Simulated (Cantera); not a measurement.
Mixture: 8.61 % CO, 5.94 % H₂, 13.3 % O₂, 49.8 % N₂, 22.4 % H₂O, equivalence ratio 0.55, at 1000000 Pa, adiabatic and at constant pressure. Ignition delay is the time to a rise of 400 K.

Model: GRI-Mech 3.0 (53 species, 325 reactions), integrated in Cantera. The hydrogen kinetics of GRI-Mech 3.0 are dated; newer H2 mechanisms differ, most at raised pressure.

### Question
At T0 = 1325 K, what is the delay, and which 6 reactions control it most (d ln τ / d ln k, from doubling and halving each rate constant)?

### Answer
The delay is 48.8 µs.
```json
[
 {"reaction": "H + O2 <=> O + OH", "d ln τ / d ln k": "-1.45", "faster rate": "shortens it"},
 {"reaction": "H + O2 + H2O <=> HO2 + H2O", "d ln τ / d ln k": "1.02", "faster rate": "lengthens it"},
 {"reaction": "CO + HO2 <=> CO2 + OH", "d ln τ / d ln k": "-0.38", "faster rate": "shortens it"},
 {"reaction": "H2 + OH <=> H + H2O", "d ln τ / d ln k": "-0.18", "faster rate": "shortens it"},
 {"reaction": "H + O2 + N2 <=> HO2 + N2", "d ln τ / d ln k": "0.17", "faster rate": "lengthens it"},
 {"reaction": "H + HO2 <=> 2 OH", "d ln τ / d ln k": "-0.17", "faster rate": "shortens it"}
]
```
